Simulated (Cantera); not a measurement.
Feed: 1 mol Si, 1.7 mol SF6, 27 mol N2, equilibrated at 4.30 mbar.

These are equilibrium values from Cantera (NASA tables, ideal gas, pure condensed phases), not measurements of a reactor. Candidate condensed phases: S, Si, Si3N4; 29 gas species. The tables' values for S2F2 (SSF2), SF3 are old estimates; treat these amounts as uncertain. Rates play no part.

x: gas mole fraction; nothing condenses.

```tsv
T (K)	x N2	x SF4	x SiF4	x SF6	x S2F2 (SSF2)	x SF2
473	0.921	0.00161	0.0341	0.0297	0.0133	…
548	0.920	0.00828	0.0341	0.0257	0.0120	…
623	0.917	0.0229	0.0340	0.0168	0.00900	…
698	0.915	0.0378	0.0339	0.00780	0.00596	…
773	0.913	0.0456	0.0338	0.00295	0.00425	…
848	0.912	0.0483	0.0338	0.00111	0.00338	…
923	0.911	0.0485	0.0338	0.000464	0.00261	…
998	0.911	0.0476	0.0337	0.000233	0.00163	…
1073	0.910	0.0463	0.0337	0.000151	0.000638	…
1148	0.909	0.0454	0.0337	0.000130	0.000146	…
```

Problem. Some entries are withheld; supply them.

Solution. 
- 473, x SF2: 1.80e-8
- 548, x SF2: 7.06e-7
- 623, x SF2: 9.84e-6
- 698, x SF2: 6.57e-5
- 773, x SF2: 0.000280
- 848, x SF2: 0.000905
- 923, x SF2: 0.00232
- 998, x SF2: 0.00469
- 1073, x SF2: 0.00714
- 1148, x SF2: 0.00826
